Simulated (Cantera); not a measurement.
Input (Python, Cantera) and output of one run.

```python
import numpy as np
import cantera as ct

gas_names = [...]  # 140 gases of nasa_gas.yaml made of C, Fe, H, N, O
cond_names = """
    C(gr) C6H6(L) C7H8(L) C8H18(L),n-octa Fe(a) Fe(c) Fe(d) Fe(L) FeC5O5(L) FeO(s) FeO(L) Fe(OH)2(s)
    Fe(OH)3(s) Fe2O3(s) Fe3O4(s) H2O(s) H2O(L)
""".split()


# ... load() reads the species with a 1 bar reference pressure and builds the phases ...
atoms = {
    'Fe(CO)5': {'Fe': 1, 'C': 5, 'O': 5},
    'H2': {'H': 2},
    'N2': {'N': 2},
    'CO': {'C': 1, 'O': 1},
}
top_T = {'C(gr)': 4500, 'Fe2O3(s)': 1830, 'Fe3O4(s)': 1870}  # K; cautious upper limits of use, not melting points


# ... equilibrate(T, P, feed) seeds the gas with the atoms and calls Mixture.equilibrate('TP', solver="gibbs", rtol=1e-10, max_steps=50000) ...
results = []
feed = {'Fe(CO)5': 1, 'H2': 0.077, 'N2': 0.16, 'CO': 1.6}  # mol
P = 101325  # Pa
for T in [1000, 1050, 1100, 1150, 1200, 1250, 1300, 1350, 1400, 1450, 1500, 1550, 1600]:
    mix = equilibrate(T, P, feed)
    results.append((T, P, feed, dict(zip(mix.species_names, mix.species_moles))))

top = {s: max(r[3][s] / sum(r[3][g] for g in gas_names) for r in results) for s in gas_names}
cols = sorted((s for s in top if top[s] > 0.0001), key=lambda s: -top[s])[:9]
seen = [c for c in cond_names if any(r[3].get(c, 0) > 1e-12 for r in results)]
print("log10 of partial pressures in bar; condensed amounts in mol")
print(f"{'T/K':>10s}" + "".join(f"{s[:9]:>10s}" for s in cols + seen))
for T, P, feed, n in results:
    ng = sum(n[g] for g in gas_names)
    print(f"{T:10.4g}" + "".join(f"{np.log10(max(n[s] / ng * P / 1e5, 1e-99)):10.3f}" for s in cols)
          + "".join(f"{n.get(c, 0):10.4g}" for c in seen))
```

Output:

```
log10 of partial pressures in bar; condensed amounts in mol
       T/K        CO       CO2        N2        H2       H2O     C(gr)     Fe(a)     Fe(c)    FeO(s)
      1000    -0.161    -0.568    -1.452    -1.876    -2.440     2.243         0         0         1
      1050    -0.083    -0.835    -1.566    -1.945    -2.768    0.8706         1         0         0
      1100    -0.044    -1.142    -1.595    -1.947    -3.039    0.4593         1         0         0
      1150    -0.026    -1.456    -1.610    -1.947    -3.302    0.2314         1         0         0
      1200    -0.018    -1.759    -1.618    -1.946    -3.550    0.1174         0         1         0
      1250    -0.014    -2.044    -1.621    -1.945    -3.781   0.06148         0         1         0
      1300    -0.012    -2.310    -1.623    -1.945    -3.997   0.03353         0         1         0
      1350    -0.011    -2.557    -1.624    -1.944    -4.197   0.01905         0         1         0
      1400    -0.010    -2.786    -1.624    -1.944    -4.383   0.01124         0         1         0
      1450    -0.010    -2.999    -1.625    -1.944    -4.557  0.006851         0         1         0
      1500    -0.010    -3.198    -1.625    -1.944    -4.719  0.004282         0         1         0
      1550    -0.010    -3.383    -1.625    -1.944    -4.870  0.002712         0         1         0
      1600    -0.010    -3.556    -1.625    -1.944    -5.012  0.001704         0         1         0
```

These are equilibrium values from Cantera (NASA tables, ideal gas, pure condensed phases), not measurements of a reactor. Iron dissolves carbon and melts from about 1420 K in contact with it, which pure phases cannot show. The tables' stoichiometric FeO is somewhat more stable than real wüstite, so its field is too wide. FeO: taken at fixed stoichiometry. Condensed phases not in the tables: cementite and carbon dissolved in iron.
